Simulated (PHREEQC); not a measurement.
Copper plating or etch bath: speciation

A solution holds 0.051 mol CuCl2, 8.7e-05 mol HNO3 and 0.0058 mol FeCl3 per kg of water, at 25 °C. Closed to the air; pH follows from the charge balance.

Model: ion-association model, phreeqc.dat, run in PHREEQC.

```
Item                     Result
----------------  -------------
pH                         2.60
ionic strength    0.169 mol/kgw
density             1.004 g/cm³
total alkalinity   -11.7 meq/kg
```

| species | molality | activity | log γ |
|---|---|---|---|
| Cl- | 0.113 | 0.0819 | -0.138 |
| Cu+2 | 0.0461 | 0.0158 | -0.464 |
| CuCl+ | 0.00478 | 0.00349 | -0.136 |
| H+ | 0.00313 | 0.00251 | -0.095 |
| FeOH+2 | 0.00147 | 0.000463 | -0.501 |
| FeCl+2 | 0.00142 | 0.000447 | -0.501 |
| Fe+3 | 0.00129 | 0.000181 | -0.852 |
| Fe2(OH)2+4 | 0.000533 | 5.78e-6 | -1.965 |
| FeCl2+ | 0.000218 | 0.000164 | -0.125 |

Precipitation was switched off in this run. Saturation is exceeded, for instance for Hematite (slow to form), Goethite (slow to form); the values hold only as long as no solid forms.
